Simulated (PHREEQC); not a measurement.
Consider water at 20 °C with 0.27 mol Cu(NO3)2, 0.00012 mol HCl and 8.7e-05 mol Na2SO4 per kg of water. Closed to the air; pH follows from the charge balance.

Model: ion-association model, phreeqc.dat, run in PHREEQC.

Problem. The ionic strength comes out as 0.810 mol/kgw. What activity coefficients do Cu2(OH)2+2, CuOH+, Cu+2, SO4-2, Cl- get?

Solution. Cu2(OH)2+2 0.34, CuOH+ 0.62, Cu+2 0.22, SO4-2 0.17, Cl- 0.62.

Precipitation was switched off in this run. The ionic strength is past about 0.7 mol/kgw, beyond the range of this activity model, so the values are rough.
